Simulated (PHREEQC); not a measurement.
NaOH is added in steps, without added water, to 1 kg of water holding 0.02 mol Cu(NO3)2, at 20 °C. O2 is buffered at 0.21 atm. The system is closed to CO2. Only these solids could form: Cu(OH)2, Cu2(OH)3NO3.

Base run: PHREEQC, ion-association model, wateq4f.dat. Each further column changes one thing. The table gives pH.

```json
[
 {"NaOH added (mol)": "0", "base": "4.65", "diluted 10-fold with water": "5.17", "diluted 5-fold with water": "5.02", "Cu(NO3)2 from 0.02 to 0.01 mol/kgw": "4.81", "no solid may form": "4.65"},
 {"NaOH added (mol)": "0.0042", "base": "5.05", "diluted 10-fold with water": "10.44", "diluted 5-fold with water": "5.94", "Cu(NO3)2 from 0.02 to 0.01 mol/kgw": "5.35", "no solid may form": "5.89"},
 {"NaOH added (mol)": "0.0084", "base": "5.10", "diluted 10-fold with water": "11.77", "diluted 5-fold with water": "[?]", "Cu(NO3)2 from 0.02 to 0.01 mol/kgw": "5.49", "no solid may form": "6.16"},
 {"NaOH added (mol)": "0.0126", "base": "5.16", "diluted 10-fold with water": "12.05", "diluted 5-fold with water": "11.78", "Cu(NO3)2 from 0.02 to 0.01 mol/kgw": "5.78", "no solid may form": "6.42"},
 {"NaOH added (mol)": "0.0168", "base": "5.24", "diluted 10-fold with water": "12.22", "diluted 5-fold with water": "[?]", "Cu(NO3)2 from 0.02 to 0.01 mol/kgw": "6.38", "no solid may form": "6.72"},
 {"NaOH added (mol)": "0.021", "base": "5.35", "diluted 10-fold with water": "12.34", "diluted 5-fold with water": "12.22", "Cu(NO3)2 from 0.02 to 0.01 mol/kgw": "11.11", "no solid may form": "7.09"},
 {"NaOH added (mol)": "0.0252", "base": "5.53", "diluted 10-fold with water": "12.43", "diluted 5-fold with water": "12.34", "Cu(NO3)2 from 0.02 to 0.01 mol/kgw": "11.82", "no solid may form": "7.43"},
 {"NaOH added (mol)": "0.0294", "base": "6.13", "diluted 10-fold with water": "12.50", "diluted 5-fold with water": "12.43", "Cu(NO3)2 from 0.02 to 0.01 mol/kgw": "12.07", "no solid may form": "[?]"},
 {"NaOH added (mol)": "0.0336", "base": "6.65", "diluted 10-fold with water": "12.56", "diluted 5-fold with water": "12.50", "Cu(NO3)2 from 0.02 to 0.01 mol/kgw": "12.23", "no solid may form": "[?]"},
 {"NaOH added (mol)": "0.0378", "base": "6.70", "diluted 10-fold with water": "12.62", "diluted 5-fold with water": "12.56", "Cu(NO3)2 from 0.02 to 0.01 mol/kgw": "12.34", "no solid may form": "8.30"},
 {"NaOH added (mol)": "0.042", "base": "11.39", "diluted 10-fold with water": "12.66", "diluted 5-fold with water": "12.62", "Cu(NO3)2 from 0.02 to 0.01 mol/kgw": "12.43", "no solid may form": "11.31"}
]
```

Task: What belongs in the gaps?

Result: 
- 0.0084, diluted 5-fold with water: 10.73
- 0.0168, diluted 5-fold with water: 12.06
- 0.0294, no solid may form: 7.71
- 0.0336, no solid may form: 7.96

The database's constant for dissolved Cu(OH)2 is higher than later reviews accept. In at least one series the solution becomes supersaturated in solids that the run did not let form, among them Cu(OH)2, Cu2(OH)3NO3.
